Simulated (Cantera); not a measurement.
Input: 1 mol acetone, 0.5 mol H2, 0.35 mol N2, held at 1600 K.

These are equilibrium values from Cantera (NASA tables, ideal gas, pure condensed phases), not measurements of a reactor. Candidate condensed phases: C, C6H6, C7H8, C8H18, H2O; 136 gas species. The feed counts by its element totals alone. The ideal-gas law is rough above about 30 bar. Rates play no part.

x: gas mole fraction; n: condensed amount in mol.

```tsv
P (Pa)	x H2	x CO	x N2	x CH4	x H2O	n C(graphite)
10	0.717	0.206	0.0718	8.40e-8	1.29e-8	2.00
46	0.720	0.206	0.0718	[?]	[?]	2.00
220	0.721	0.206	0.0719	1.86e-6	2.86e-7	2.00
1000	0.721	0.206	0.0719	8.49e-6	1.30e-6	2.00
4600	0.721	0.206	0.0719	3.91e-5	5.98e-6	2.00
22000	0.721	0.206	0.0719	[?]	[?]	2.00
100000	0.720	0.206	0.0720	0.000847	0.000130	1.99
460000	0.716	0.206	0.0722	0.00385	0.000594	1.98
2200000	0.698	0.207	0.0733	0.0175	0.00278	1.93
10000000	0.634	0.208	0.0773	0.0657	0.0116	1.76
```

### Question
Fill in the missing entries.

### Answer

- 22000, x CH4: 0.000187
- 22000, x H2O: 2.86e-5
- 46, x CH4: 3.89e-7
- 46, x H2O: 5.96e-8
